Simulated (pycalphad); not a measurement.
Computed with pycalphad from the COST 507 light-alloy database (1999), at 1 atm. The data set is of 1999 and partly superseded. Amounts are mole fractions of atoms.

Give the equilibrium state of Mg-8.2Si (at.%) at 617 °C.


```
T = 890.00 K, P = 101325 Pa, N = 1 mol of atoms
G = -42712 J/mol, H = 10797 J/mol, S = 60.12 J/(mol K)  (SER reference)
chemical potentials (J/mol): Mg -39272, Si -81221
phase             fraction      x(Mg)      x(Si)
HCP_A3              0.7540     1.0000   1.96e-05
MG2SI               0.2460     0.6667     0.3333
```

Give the equilibrium state of Mg-8.2Si (at.%) at 857 °C.


```
T = 1130.00 K, P = 101325 Pa, N = 1 mol of atoms
G = -60272 J/mol, H = 31659 J/mol, S = 81.35 J/(mol K)  (SER reference)
chemical potentials (J/mol): Mg -58265, Si -82749
phase             fraction      x(Mg)      x(Si)
LIQUID              0.9972     0.9187     0.0813
MG2SI               0.0028     0.6667     0.3333
```

Database names, with the compositions (at.%) that they take in these runs: MG2SI: Mg 67 Si 33. HCP_A3 is hcp.
